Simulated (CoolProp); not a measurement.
A Linde-Hampson liquefier for nitrogen: isothermal reversible compression at 290 K from 1 atm to 10 MPa, throttling to 1 atm, return gas leaving the recuperator 5 K below the feed. Each further row changes one setting.

Values from CoolProp's reference Helmholtz-energy equation of state, Span 2000.

```csv
case,liquid yield per pass,compression work (kJ/kg of gas)
as stated,0.038,394
high pressure 20 MPa,0.071,455
warm-end temperature 320 K,0.025,437
warm-end gap 10 K,0.025,394
```
